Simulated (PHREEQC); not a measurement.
Acid mine or pickling water

Synthetic water in mg/L, 25 °C, pH 1.96, pe 8.1:

| constituent | mg/L |
|---|---|
| Na | 133 |
| K | 5.09 |
| Ca | 253 |
| Mg | 45.2 |
| Cl | 259 |
| S(6) as SO4 | 1800 |
| Fe(3) | 0.551 |

Valence states are taken as typed.

Equilibrium calculation in PHREEQC: ion-association model, phreeqc.dat.

Each row changes one thing in this solution. Precipitation was switched off in this run.

| case | ionic strength (mol/kgw) | SO4-2 (mol/kgw) | HSO4- (mol/kgw) | Ca+2 (mol/kgw) | CaSO4 (mol/kgw) | MgSO4 (mol/kgw) | SI of Goethite (FeOOH) | SI of Gypsum (CaSO4:2H2O) |
|---|---|---|---|---|---|---|---|---|
| as made | 0.0475 | 0.0100 | 0.00607 | 0.00442 | 0.00175 | 0.000648 | -0.01 | -0.42 |
| Fe(3) from 0.551 to 1.1 mg/L | 0.0475 | 0.0100 | 0.00607 | 0.00442 | 0.00175 | 0.000648 | +0.29 | -0.42 |
| temperature from 25 to 90 °C at the same typed pH | [?] | 0.00392 | [?] | 0.00495 | [?] | 0.000800 | +1.67 | -0.61 |

Q: Some entries are withheld; supply them.

A: 
- temperature from 25 to 90 °C at the same typed pH, ionic strength (mol/kgw): 0.0394
- temperature from 25 to 90 °C at the same typed pH, HSO4- (mol/kgw): 0.0126
- temperature from 25 to 90 °C at the same typed pH, CaSO4 (mol/kgw): 0.00104

Some of these states are supersaturated (in Hematite (slow to form), Goethite (slow to form), for instance). Away from 25 °C the constants follow the database's enthalpies or fits; those with neither stay at their 25 °C values.
